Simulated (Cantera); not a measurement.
Mixture: CH4 : H2 : O2 : N2 = 1 : 1.2 : 1.73 : 6.52 (molar parts), at 28.0 bar, adiabatic and at constant volume. Ignition delay is the time to a rise of 400 K.

Computed with Cantera and GRI-Mech 3.0 (53 species, 325 reactions). The pressure lies above the range GRI-Mech 3.0 was tuned for (to about 10 atm).

### Question
What does this change do: constant pressure in place of constant volume?

### Answer
```csv
quantity,before,after
delay at 1198 K,0.137 ms,0.148 ms
delay at 1248 K,66.1 µs,72.6 µs
delay at 1298 K,35.7 µs,39.8 µs
delay at 1348 K,21.5 µs,24.4 µs
delay at 1398 K,14.2 µs,16.2 µs
delay at 1448 K,9.95 µs,11.5 µs
delay at 1498 K,7.30 µs,8.47 µs
apparent activation energy between 1398 and 1498 K,120 kJ/mol,110 kJ/mol
```

### Question
What does this change do: 0.27 parts C2H6 added?

### Answer
```csv
quantity,before,after
delay at 1198 K,0.137 ms,0.183 ms
delay at 1248 K,66.1 µs,89.0 µs
delay at 1298 K,35.7 µs,46.4 µs
delay at 1348 K,21.5 µs,26.0 µs
delay at 1398 K,14.2 µs,15.7 µs
delay at 1448 K,9.95 µs,10.1 µs
delay at 1498 K,7.30 µs,6.88 µs
apparent activation energy between 1398 and 1498 K,120 kJ/mol,140 kJ/mol
```

### Question
What does this change do: 0.13 parts C2H6 added?

### Answer
```
quantity                                                before       after
--------------------------------------------------  ----------  ----------
delay at 1198 K                                       0.137 ms    0.163 ms
delay at 1248 K                                        66.1 µs     79.0 µs
delay at 1298 K                                        35.7 µs     41.5 µs
delay at 1348 K                                        21.5 µs     23.7 µs
delay at 1398 K                                        14.2 µs     14.7 µs
delay at 1448 K                                        9.95 µs     9.78 µs
delay at 1498 K                                        7.30 µs     6.84 µs
apparent activation energy between 1398 and 1498 K  120 kJ/mol  130 kJ/mol
```
